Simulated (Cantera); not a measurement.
Charge: 1 mol HMDSO, 0.16 mol CO2, at 648.15 K and 100 Torr.

These are equilibrium values from Cantera (NASA tables, ideal gas, pure condensed phases), not measurements of a reactor. Candidate condensed phases: C, C6H6, C7H8, C8H18, H2O, Si, SiC, SiO2; 123 gas species. The feed counts by its element totals alone. The numbers say what is thermodynamically allowed, not how fast it happens.

Task: What is the equilibrium state?

Result: 
- x(CH4) = 0.595
- x(H2) = 0.405
- x(C2H6) = 1.45e-6
- n(C(graphite)) = 1.46 mol
- n(SiC(s)) = 1.34 mol
- n(SiO2(α-quartz)) = 0.660 mol
- gas amount = 5.643 mol
- log10 activity of Si(s) (absent) = -5.48
